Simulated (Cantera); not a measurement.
**Equilibrium for carbothermic reduction: Fe₂O₃ + CH₄ + CO**

Feed: 1 mol Fe₂O₃, 0.41 mol CH₄, 0.17 mol CO.

Cantera equilibrium calculation (NASA polynomials, part measured and part estimated; ideal gas, pure solids and liquids). Candidate condensed phases: C, C₆H₆, C₇H₈, C₈H₁₈, Fe, Fe(CO)₅, FeO, Fe(OH)₂, Fe(OH)₃, Fe₂O₃, Fe₃O₄, H₂O; 114 gas species. The tables' stoichiometric FeO is somewhat more stable than real wüstite, so its field is too wide. FeO: taken at fixed stoichiometry. Kinetics and transport are ignored.

Task: Map the stable condensed phases over T = 727, 827, 927, 1027, 1127, 1227, 1327, 1427, 1527, 1627, 1727, 1827, 1927, 2027 °C and P in Pa = 10, 42, 180, 750, 3200, 13000, 56000, 240000, 1000000.

Result: 
```
T in °C \ P in Pa
              10      42     180     750    3200   13000   56000  240000 1000000
   2027        A       A       B       B       B       B       B       B       B
   1927        A       A       B       B       B       B       B       B       B
   1827        A       B       B       B       B       B       B       B       B
   1727        B       B       B       B       B       B       B       B       B
   1627        B       B       B       B       B       B       B       B       B
   1527        B       B       B       B       B       B       B       B       B
   1427        B       B       B       B       B       B       B       B       B
   1327        B       B       B       B       B       B       B       B       B
   1227        B       B       B       B       B       B       B       B       B
   1127        B       B       B       B       B       B       B       B       B
   1027        B       B       B       B       B       B       B       B       B
    927        B       B       B       B       B       B       B       B       B
    827        B       B       B       B       B       B       B       B       B
    727        B       B       B       B       B       B       B       B       B
```
A: gas only; B: FeO.
